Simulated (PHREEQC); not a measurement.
1 kg of water holding 15 mmol/kgw KCl, 8 mmol/kgw K2SO4, 150 mmol/kgw KHCO3 and 84 mmol/kgw K2CO3 is evaporated at 25 °C; the solids stay in contact with the brine. CO2 is held at log p = -3.4 (atm). Solids allowed: Arcanite, Kalicinite, Misenite, Sylvite. Others were left out.

The series has 28 steps of water left (kg), from 1.001 to 0.003785.

Computed with PHREEQC (Pitzer model, pitzer.dat).

Q: Which solids form, in which order, and at which step of the series does each first stand?

A: Arcanite from water left = 0.07917 kg (pH 10.50); Kalicinite from water left = 0.03021 kg (pH 10.97); Sylvite from water left = 0.01026 kg (pH 10.95).
